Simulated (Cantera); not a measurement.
## SiCl4 + NH3 (silicon nitride deposition)

Charge: 1 mol SiCl4, a varied amount of NH3, held at 0.0100 bar.

Cantera equilibrium calculation (NASA polynomials, part measured and part estimated; ideal gas, pure solids and liquids). Candidate condensed phases: NH4Cl, Si, Si3N4; 28 gas species. The tables' values for SiCl3 are old estimates. The numbers say what is thermodynamically allowed, not how fast it happens.

Stable condensed phases:

```
T in K \ n(NH3) in mol
         0.8 2.1 3.4 4.8 6.1 7.4 8.7  10  11  13  14  15
   1550    A   A   B   B   B   B   B   B   B   B   B   B
   1500    A   B   B   B   B   B   B   B   B   B   B   B
   1450    A   B   B   B   B   B   B   B   B   B   B   B
   1400    B   B   B   B   B   B   B   B   B   B   B   B
   1350    B   B   B   B   B   B   B   B   B   B   B   B
   1300    B   B   B   B   B   B   B   B   B   B   B   B
   1250    B   B   B   B   B   B   B   B   B   B   B   B
   1200    B   B   B   B   B   B   B   B   B   B   B   B
   1150    B   B   B   B   B   B   B   B   B   B   B   B
   1100    B   B   B   B   B   B   B   B   B   B   B   B
```

A: gas only; B: Si3N4.
